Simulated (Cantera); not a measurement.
Input: 1 mol BF3, 8.2 mol O2, 82 mol H2, at 0.0133 bar.

These are equilibrium values from Cantera (NASA tables, ideal gas, pure condensed phases), not measurements of a reactor. Candidate condensed phases: B, B2O3, B3O3H3, H2O; 43 gas species. Gases not in the tables: H3BO3. The numbers say what is thermodynamically allowed, not how fast it happens. All values below are at 1025 K.

Base state: H2 0.786, H2O 0.179, HF 0.0339, BF3 0.000576, (HBO2)3 0.000216, HBO2 0.000160, BOF 0.000124, B3O3F3 6.30e-5 (mole fractions); condensed: B2O3(l).

What changes in the equilibrium state with this change: BF3 replaced by B2H6?


```tsv
species	before	after
H2	0.786	0.842
H2O	0.179	0.157
(HBO2)3	0.000216	0.000177
HF	0.0339	0
BF3	0.000576	0
BOF	0.000124	0
B2O3(l), mol	0.429	0.971
```
The feed counts by its element totals alone.

What changes in the equilibrium state with this change: H2 from 82 to 5.2 mol?


```json
[
 {"species": "O2", "before": "<1e-9", "after": "0.461"},
 {"species": "H2O", "before": "0.179", "after": "0.345"},
 {"species": "HF", "before": "0.0339", "after": "0.165"},
 {"species": "H2", "before": "0.786", "after": "<1e-9"},
 {"species": "BF3", "before": "0.000576", "after": "0.0247"},
 {"species": "B3O3F3", "before": "6.30e-5", "after": "0.00270"},
 {"species": "BOF", "before": "0.000124", "after": "0.000435"},
 {"species": "(HBO2)3", "before": "0.000216", "after": "0.000577"},
 {"species": "HBO2", "before": "0.000160", "after": "0.000222"},
 {"species": "B2O3(l), mol", "before": "0.429", "after": "0.287"}
]
```
